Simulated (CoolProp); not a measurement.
A closed Brayton cycle with carbon dioxide: compressor inlet 311.15 K and 9.4 MPa, high pressure 22.5 MPa, turbine inlet 870 K, compressor efficiency 0.8, turbine efficiency 0.93, recuperator effectiveness 0.9 (on enthalpy, no pinch check). Each further row changes one setting.

Values from CoolProp's reference Helmholtz-energy equation of state, Span 1996.

| case | thermal efficiency (%) | net work (kJ/kg) | compressor to turbine work | compressor exit (K) | turbine exit (K) |
|---|---|---|---|---|---|
| as stated | 34.9 | 103 | 0.19 | 339.9 | 757.9 |
| turbine inlet 820 K | 33.7 | 94.9 | ? | 339.9 | 711.9 |
| compressor inlet 321.15 K | 34.4 | 89.7 | ? | 380.5 | 757.9 |
| high pressure 19.1 MPa | 32.2 | 86.3 | 0.17 | ? | ? |
| recuperator effectiveness 0.5 | ? | 103 | 0.19 | 339.9 | 757.9 |

Fill in the missing entries.


- turbine inlet 820 K, compressor to turbine work: 0.20
- compressor inlet 321.15 K, compressor to turbine work: 0.29
- high pressure 19.1 MPa, compressor exit (K): 333.9
- high pressure 19.1 MPa, turbine exit (K): 778.4
- recuperator effectiveness 0.5, thermal efficiency (%): 20.6
